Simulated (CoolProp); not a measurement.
Properties of p-xylene at several states.

Model: reference Helmholtz-energy equation of state, Zhou 2012, in CoolProp.

```
T (°C)  p (MPa)   phase       Z  cv (kJ/(kg K))  isothermal compressibility (1/MPa)  expansivity (1/kK)  fugacity coefficient
------  -------  ------  ------  --------------  ----------------------------------  ------------------  --------------------
245.25   0.0335     gas  0.9936               …                               30.04               1.972                0.9937
233.95     12.5  liquid  0.4609           1.975                                   …               1.461               0.08032
275.35     4.31  liquid  0.1665           2.107                                   …                   …                0.2920
340.15     12.7  liquid  0.4694           2.261                             0.01117               2.321                0.2531
164.85     8.79  liquid  0.3454               …                            0.002253               1.259               0.02922
```

### Question
Fill in the missing entries.

### Answer

- 245.25, cv (kJ/(kg K)): 1.891
- 233.95, isothermal compressibility (1/MPa): 0.003680
- 275.35, isothermal compressibility (1/MPa): 0.01021
- 275.35, expansivity (1/kK): 2.521
- 164.85, cv (kJ/(kg K)): 1.765
